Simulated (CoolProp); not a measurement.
Vapour-liquid equilibrium of acetone (1) + benzene (2) at 21.2 kPa; x and y are mole fractions of (1).

Computed with CoolProp (multi-fluid Helmholtz-energy mixture model, Lemmon 2006 and Thol 2012; pair parameters Bell 2016).

Question: Give the bubble temperature and the first vapour's composition at x = 0.55, 0.65, 0.75. Is there an azeotrope?

Answer: x = 0.55: 294.6 K, y = 0.735; x = 0.65: 293.3 K, y = 0.795; x = 0.75: 292.2 K, y = 0.853. No azeotrope shows between x = 0.05 and 0.95.

The pair parameters rest on a limited set of measurements; away from them the model extrapolates.
